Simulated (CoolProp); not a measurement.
A simple Rankine cycle with the fluoroketone C6F12O (FK-5-1-12): condensing at 294.15 K, boiler at 0.178 MPa, turbine inlet 341.5 K, turbine efficiency 0.8, pump efficiency 0.8, no recuperator. Each further row changes one setting.

Model: reference Helmholtz-energy equation of state, McLinden 2015, in CoolProp.

| case | thermal efficiency (%) | net work (kJ/kg) | heat in (kJ/kg) | turbine exit temperature (K) | volume ratio over the turbine |
|---|---|---|---|---|---|
| as stated | 8.1 | 10.9 | 135 | 326.3 | 5.40 |
| turbine inlet 361.5 K | 7.6 | 11.7 | … | 346.2 | … |
| condensing temperature 286.15 K | … | 13.3 | … | 323.4 | 7.72 |
| boiler pressure 0.125 MPa | 6.4 | … | … | … | 3.72 |
| turbine efficiency 0.7 | 7.0 | 9.52 | 135 | 327.9 | 5.43 |

Question: Fill in the missing entries.

Answer: 
- turbine inlet 361.5 K, heat in (kJ/kg): 154
- turbine inlet 361.5 K, volume ratio over the turbine: 5.32
- condensing temperature 286.15 K, thermal efficiency (%): 9.2
- condensing temperature 286.15 K, heat in (kJ/kg): 144
- boiler pressure 0.125 MPa, net work (kJ/kg): 8.74
- boiler pressure 0.125 MPa, heat in (kJ/kg): 136
- boiler pressure 0.125 MPa, turbine exit temperature (K): 329.9
